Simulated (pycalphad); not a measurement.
**Effect of Y content in Si-Y**

CALPHAD calculation (pycalphad, COST 507 light-alloy database (1999)), 1 atm. These are 1990s assessments: newer ones move some temperatures and phases. Phase fractions are per mole of atoms. Diffusion is slow at the low end, where real alloys seldom reach equilibrium.

Task: One of these alloys has its liquidus at 1849 K, its solidus at 1528 K, and holds hcp 0.55, SI3Y5 0.45 at 570 K. Which?
(A) Si-41.65Y (at.%)
(B) Si-83.3Y (at.%)
(C) Si-20.82Y (at.%)

Result: B, Si-83.3Y (at.%). The others: Si-20.82Y (at.%), liquidus 1730, solidus 1485; Si-41.65Y (at.%), liquidus 2067, solidus 1915

Database names, with the compositions (at.%) that they take in these runs: SI3Y5: Y 62 Si 37.
